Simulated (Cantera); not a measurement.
Predominance diagram of Ti at 1600 K against the partial pressures of O₂ and CO (log10, bar). Cantera with NASA thermochemical tables; ideal gases at 1 bar, condensed phases pure. Candidates: Ti(β), TiC(s), TiO(s), TiO₂(rutile), Ti₂O₃(s), Ti₃O₅(s), Ti₄O₇(s). Only these pure phases compete in this equilibrium. TiC, TiO: taken at fixed stoichiometry. Not in the tables: Magnéli phases beyond Ti₄O₇, TiC-TiO solid solutions.

```
log p(CO) \ log p(O₂)
        columns: -18, -16.9, -15.9, -14.8, -13.8, -12.7, -11.6, -10.6, -9.5, -8.5, -7.4, -6.4, -5.3, -4.2, -3.2, -2.1, -1.1, 0
      0  A A B B C D D D D D D A A A A A A A
   -1.5  E F B B C D D D D D D D D A A A A A
     -3  F F B B C D D D D D D D D D D D A A
   -4.5  F F B B C D D D D D D D D D D D D D
     -6  F F B B C D D D D D D D D D D D D D
   -7.5  F F B B C D D D D D D D D D D D D D
     -9  F F B B C D D D D D D D D D D D D D
  -10.5  F F B B C D D D D D D D D D D D D D
    -12  F F B B C D D D D D D D D D D D D D
```

A: out of reach (another gas would pass 10 bar, or a non-metal would condense); B: Ti₃O₅(s); C: Ti₄O₇(s); D: TiO₂(rutile); E: TiC(s); F: Ti₂O₃(s).
